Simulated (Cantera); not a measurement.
An isothermal, constant-pressure homogeneous reactor starts with NO : N₂ = 1 : 4.7 (molar parts), at 1898 K and 1200 Pa.

Detailed kinetics in Cantera: GRI-Mech 3.0 (53 species, 325 reactions). Radical loss at walls, strong at low pressure, is not modelled.

x: mole fraction; the columns are a selection and need not sum to one.

```
t (s)      x NO      x O₂       x O     x NO₂    x N₂O   x N₂
--------  -----  --------  --------  --------  -------  -----
0.000500  0.175  4.68e-11   9.86e-8  6.25e-11  9.79e-8  0.825
0.00170   0.175  5.43e-10         …  7.02e-10        …  0.825
0.00576   0.175   6.37e-9   1.17e-6   7.42e-9  1.09e-6  0.825
0.0196    0.175   7.78e-8   4.28e-6   6.59e-8  3.35e-6  0.825
0.0665    0.175   1.07e-6   1.72e-5   4.19e-7  8.34e-6  0.825
0.226     0.175   1.69e-5   6.76e-5   1.66e-6  1.26e-5  0.825
0.766     0.175         …         …         …  1.21e-5  0.825
2.60      0.173   0.00113  0.000191   4.03e-6  1.15e-5  0.826
8.84      0.166   0.00471  0.000253   5.89e-6  1.02e-5  0.829
30.0      0.137    0.0189  0.000408   9.13e-6  6.34e-6  0.844
```

Question: Fill in the missing entries.

Answer: 
- 0.00170, x O: 3.37e-7
- 0.00170, x N₂O: 3.30e-7
- 0.766, x O₂: 0.000199
- 0.766, x O: 0.000155
- 0.766, x NO₂: 3.18e-6
